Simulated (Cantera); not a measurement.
Mixture: CH4 : O2 : N2 = 1 : 2.44 : 9.17 (molar parts), equivalence ratio 0.82, at 5.00 bar, adiabatic and at constant volume. Ignition delay is the time to a rise of 400 K.

Cantera simulation using GRI-Mech 3.0 (53 species, 325 reactions); the numbers are that mechanism's predictions, not measurements.

Q: What does this change do: pressure from 5.00 bar to 1.40 bar?

A: 
| quantity | before | after |
|---|---|---|
| delay at 1025 K | 0.107 s | 0.444 s |
| delay at 1125 K | 23.8 ms | 88.9 ms |
| delay at 1225 K | 6.28 ms | 20.8 ms |
| delay at 1325 K | 1.87 ms | 5.63 ms |
| delay at 1425 K | 0.622 ms | 1.75 ms |
| apparent activation energy between 1375 and 1475 K | 180 kJ/mol | 190 kJ/mol |

Q: What does this change do: constant pressure in place of constant volume?

A: 
```json
[
 {"quantity": "delay at 1025 K", "before": "0.107 s", "after": "0.110 s"},
 {"quantity": "delay at 1125 K", "before": "23.8 ms", "after": "24.7 ms"},
 {"quantity": "delay at 1225 K", "before": "6.28 ms", "after": "6.57 ms"},
 {"quantity": "delay at 1325 K", "before": "1.87 ms", "after": "1.97 ms"},
 {"quantity": "delay at 1425 K", "before": "0.622 ms", "after": "0.660 ms"},
 {"quantity": "apparent activation energy between 1375 and 1475 K", "before": "180 kJ/mol", "after": "180 kJ/mol"}
]
```
